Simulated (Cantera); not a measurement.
Iron carbonyl, mercury and lead vapours: Hg + H₂

Input: 1 mol Hg, 5.8 mol H₂, at 700 °C and 3500 Pa.

Cantera equilibrium calculation (NASA polynomials, part measured and part estimated; ideal gas, pure solids and liquids). Candidate condensed phases: Hg; 3 gas species. Kinetics and transport are ignored.

| Property | Value |
|---|---|
| x(H₂) | 0.853 |
| x(Hg) | 0.147 |
| gas amount | 6.800 mol |
| log10 activity of Hg(l) (absent) | -3.99 |
